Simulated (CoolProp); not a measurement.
Vapour-liquid equilibrium of propylene (1) + benzene (2) at 308 K; x and y are mole fractions of (1).

The numbers come from the multi-fluid Helmholtz-energy mixture model, Lemmon 2013 and Thol 2012; pair parameters Bell 2016 in CoolProp.

**Question.** Give the bubble pressure and the first vapour's composition at x = 0.35, 0.65, 0.95. Is there an azeotrope?

**Answer.** x = 0.35: 0.6415 MPa, y = 0.973; x = 0.65: 0.9946 MPa, y = 0.986; x = 0.95: 1.376 MPa, y = 0.997. No azeotrope shows between x = 0.05 and 0.95.

Pair parameters are fitted to limited data, so mixtures are less certain than the pure fluids. The gap from Raoult's law changes sign with composition, which may be real or a fault of the pair parameters; it wasn't checked against measurements.
